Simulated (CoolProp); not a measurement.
500 sccm (0 °C, 1 atm) of nitrogen bubbles through liquid ethylbenzene at 307.1 K and leaves saturated at a total pressure of 0.0377 MPa (ideal gas phase). Each further row changes one setting.

The numbers come from the reference Helmholtz-energy equation of state, Zhou 2012 in CoolProp.

| case | vapour pressure (kPa) | mole fraction of vapour | delivery (mg/min) | delivery (sccm) | change of delivery for a bath 1 K warmer (%) |
|---|---|---|---|---|---|
| as stated | 2.10 | 0.0556 | 140 | 29.5 | 5.8 |
| bath temperature 312.1 K | 2.72 | 0.0723 | 184 | 38.9 | 5.7 |
| total pressure 0.0754 MPa | 2.10 | 0.0278 | 67.8 | 14.3 | 5.6 |
